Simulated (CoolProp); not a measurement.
Vapour-liquid equilibrium of R125 (1) + dimethyl ether (2) at -85.45 °C; x and y are mole fractions of (1).

Computed with CoolProp (multi-fluid Helmholtz-energy mixture model, Lemmon 2005 and Wu 2011; pair parameters Bell 2016).

```
x     bubble pressure, mixture model (kPa)  bubble pressure, Raoult's law (kPa)  y, mixture model  y, Raoult's law
----  ------------------------------------  -----------------------------------  ----------------  ---------------
0.05                            (withheld)                                2.984        (withheld)            0.174
0.2                                  3.031                                4.153             0.331            0.500
0.35                                 3.634                                5.321             0.576            0.683
0.5                             (withheld)                                6.490             0.776            0.800
0.65                                 6.093                                7.658        (withheld)            0.881
0.8                             (withheld)                                8.827             0.970            0.941
0.95                                 9.851                                9.996             0.996            0.987
```

### Question
Fill in the missing entries.

### Answer

- 0.05, bubble pressure, mixture model (kPa): 2.678
- 0.05, y, mixture model: 0.081
- 0.5, bubble pressure, mixture model (kPa): 4.624
- 0.65, y, mixture model: 0.905
- 0.8, bubble pressure, mixture model (kPa): 7.958

The largest gap from Raoult's law is -31.7 % in bubble pressure, at x = 0.35. No azeotrope shows between x = 0.05 and 0.95.

Pair parameters are fitted to limited data, so mixtures are less certain than the pure fluids.
